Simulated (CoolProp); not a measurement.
Vapour-liquid equilibrium of R1234yf (1) + R134a (2) at 0.00902 bar; x and y are mole fractions of (1).

Model: multi-fluid Helmholtz-energy mixture model, Lemmon 2022 and Tillner-Roth 1994; pair parameters Bell 2022, in CoolProp.

```tsv
x	bubble temperature, mixture model (K)	bubble temperature, Raoult's law (K)	y, mixture model	y, Raoult's law
0.05	177.0	177.4	0.120	0.080
0.125	176.1	177.0	0.257	0.192
0.2	175.4	176.5	0.360	0.294
0.275	174.8	176.1	0.443	0.388
0.35	174.3	175.7	0.513	0.475
0.425	174.0	175.3	0.574	0.555
0.5	173.6	174.9	0.629	0.628
0.575	173.4	174.5	0.681	0.696
0.65	173.1	174.1	0.732	0.760
0.725	172.9	173.8	0.783	0.818
0.8	172.8	173.4	0.836	0.873
0.875	172.7	173.1	0.893	0.923
0.95	172.6	172.7	0.955	0.970
```

The largest gap from Raoult's law is -1.4 K in bubble temperature, at x = 0.35. No azeotrope shows between x = 0.05 and 0.95.

The pair parameters rest on a limited set of measurements; away from them the model extrapolates.
